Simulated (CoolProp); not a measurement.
Dimethyl carbonate at several states: Z from the reference equation and from simpler models built on Tc = 283.9 °C, pc = 4909 kPa, ω = 0.346; each cubic takes its own stable root.

Values from CoolProp's reference Helmholtz-energy equation of state, Zhou 2011.

```json
[
 {"T (°C)": "157.55", "p (kPa)": "18200", "phase": "liquid", "reference": "0.5026"},
 {"T (°C)": "104.25", "p (kPa)": "68.7", "phase": "gas", "reference": "0.9829"},
 {"T (°C)": "23.45", "p (kPa)": "1800", "phase": "liquid", "reference": "0.06162"},
 {"T (°C)": "128.45", "p (kPa)": "9790", "phase": "liquid", "reference": "0.2823"},
 {"T (°C)": "190.75", "p (kPa)": "9130", "phase": "liquid", "reference": "0.2538"}
]
```

### Question
How far does each simpler model (van der Waals, Soave-Redlich-Kwong, Peng-Robinson) lie from the reference over these 5 states: mean and median of the absolute difference, and the worst?

### Answer
- van der Waals: mean 51.1 %, median 60.2 %, worst +72.7 % at 23.45 °C and 1800 kPa
- Soave-Redlich-Kwong: mean 9.3 %, median 11.1 %, worst +13.0 % at 23.45 °C and 1800 kPa
- Peng-Robinson: mean 0.9 %, median 0.6 %, worst -2.0 % at 157.55 °C and 18200 kPa
